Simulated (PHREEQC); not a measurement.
A solution holds 0.0083 mol Na2HPO4 per kg of water, at 20 °C. Closed to the air; pH follows from the charge balance.

Model: ion-association model, phreeqc.dat, run in PHREEQC.

This is a speciation only: nothing precipitates in the calculation.

What pH does the model give?

pH 9.38.

In which forms is P present?

HPO4-2 98 %, NaHPO4- 1.7 % of the P.
